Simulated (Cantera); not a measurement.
A closed system holds: 1 mol SiF4, 0.14 mol CH4, 12 mol H2, at 300 Pa.

These are equilibrium values from Cantera (NASA tables, ideal gas, pure condensed phases), not measurements of a reactor. Candidate condensed phases: C, C6H6, C7H8, C8H18, Si, SiC; 113 gas species. The tables' values for SiF3, SiF2 are old estimates; treat these amounts as uncertain. Rates play no part.

x: gas mole fraction; n: condensed amount in mol.

| T (K) | x H2 | x SiF4 | x HF | x SiF3 | x SiHF3 | x CH4 | x SiF2 | n C(graphite) | n SiC(s) |
|---|---|---|---|---|---|---|---|---|---|
| 973 | 0.924 | 0.0750 | 0.000321 | 2.37e-5 | 0.000296 | 0.000329 | 1.76e-8 | 0.136 | 0 |
| 1023 | 0.924 | 0.0748 | 0.000502 | 6.97e-5 | 0.000430 | 0.000192 | 1.26e-7 | 0.137 | 0 |
| 1073 | 0.924 | 0.0745 | 0.000809 | 0.000172 | 0.000560 | 0.000118 | 6.46e-7 | 0.138 | 0.000234 |
| 1123 | 0.923 | 0.0742 | … | 0.000349 | … | … | 2.25e-6 | 0.138 | … |
| 1173 | 0.923 | 0.0737 | … | 0.000662 | … | … | 7.04e-6 | 0.136 | … |
| 1223 | 0.921 | 0.0728 | 0.00367 | 0.00119 | 0.000775 | 3.39e-5 | 2.00e-5 | 0.134 | 0.00552 |
| 1273 | 0.920 | 0.0716 | 0.00559 | 0.00202 | 0.000842 | 2.38e-5 | 5.19e-5 | 0.131 | 0.00870 |
| 1323 | 0.918 | 0.0698 | 0.00822 | 0.00328 | 0.000902 | 1.72e-5 | 0.000125 | 0.127 | 0.0126 |
| 1373 | 0.915 | 0.0674 | 0.0117 | 0.00509 | 0.000952 | 1.26e-5 | 0.000279 | 0.123 | 0.0170 |

Problem. What belongs in the gaps?

Solution. 
- 1173, x HF: 0.00232
- 1173, x SiHF3: 0.000704
- 1173, x CH4: 4.97e-5
- 1173, n SiC(s): 0.00310
- 1123, x HF: 0.00140
- 1123, x SiHF3: 0.000632
- 1123, x CH4: 7.51e-5
- 1123, n SiC(s): 0.00137
